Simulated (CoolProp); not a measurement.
Vapour-liquid equilibrium of R125 (1) + isobutane (2) at -12.75 °C; x and y are mole fractions of (1).

Values from CoolProp's multi-fluid Helmholtz-energy mixture model, Lemmon 2005 and Bücker 2006; pair parameters Bell 2016.

### Question
Give the bubble pressure and the first vapour's composition at x = 0.2, 0.35, 0.8. Is there an azeotrope?

### Answer
x = 0.2: 0.2978 MPa, y = 0.706; x = 0.35: 0.3671 MPa, y = 0.781; x = 0.8: 0.4337 MPa, y = 0.869. y crosses x between x = 0.8 and 0.95: the model has an azeotrope there.

The pair parameters rest on a limited set of measurements; away from them the model extrapolates. With so large a gap from Raoult's law the liquid may split in two, which this calculation doesn't test in full.
